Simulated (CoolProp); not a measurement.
Values from CoolProp's reference Helmholtz-energy equation of state, de Reuck 1990.

Question: For fluorine, give the phase and the cp (kJ/(kg K)), cv (kJ/(kg K)) at 75.4 K and 5900 kPa; 215.8 K and 5900 kPa; 243.9 K and 5900 kPa.

Answer: 
- 75.4 K and 5900 kPa: liquid; cp 1.47, cv 0.857
- 215.8 K and 5900 kPa: supercritical; cp 0.975, cv 0.605
- 243.9 K and 5900 kPa: supercritical; cp 0.915, cv 0.601
